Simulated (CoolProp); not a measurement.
Computed with CoolProp (reference Helmholtz-energy equation of state, Bücker 2006).

Problem. For ethane, give the phase and the speed of sound (m/s), Joule-Thomson coefficient (K/MPa), fugacity coefficient at -26.55 °C and 0.28 MPa; -18.45 °C and 0.28 MPa; -10.45 °C and 0.28 MPa.

Solution. 
- -26.55 °C and 0.28 MPa: gas; speed of sound 280, Joule-Thomson coefficient 18.3, fugacity coefficient 0.963
- -18.45 °C and 0.28 MPa: gas; speed of sound 285, Joule-Thomson coefficient 16.7, fugacity coefficient 0.966
- -10.45 °C and 0.28 MPa: gas; speed of sound 290, Joule-Thomson coefficient 15.4, fugacity coefficient 0.969
